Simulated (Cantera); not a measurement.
An isothermal plug-flow reactor at 948 K and 760 Torr (inlet), inlet velocity 4.4 m/s, active area per volume 180 1/m; feed H₂ : O₂ : N₂ = 0.016 : 0.071 : 0.79 (molar parts).

Computed with Cantera and Deutschmann's 1995 Pt surface mechanism with GRI-Mech 3.0 gas chemistry. Catalytic surfaces can have several steady states; this one follows from the mechanism file's or the stated starting coverage. Mass transfer to the wall is taken as infinitely fast.

Q: What does this change do: temperature 948 to 798 K?

A: 
```csv
quantity,before,after
x(H₂) at z = 0.059 m,5.19e-9,8.58e-5
x(O₂) at z = 0.059 m,0.0725,0.0725
x(H₂O) at z = 0.059 m,0.0184,0.0183
θ(free Pt) at the exit,0.158,0.0411
θ(O*) at the exit,0.840,0.956
θ(OH*) at the exit,0.00271,0.00292
```

Q: What does this change do: temperature 948 to 775 K?

A: 
```tsv
quantity	before	after
x(H₂) at z = 0.059 m	5.19e-9	0.000165
x(O₂) at z = 0.059 m	0.0725	0.0726
x(H₂O) at z = 0.059 m	0.0184	0.0182
θ(free Pt) at the exit	0.158	0.0315
θ(O*) at the exit	0.840	0.966
θ(OH*) at the exit	0.00271	0.00291
```
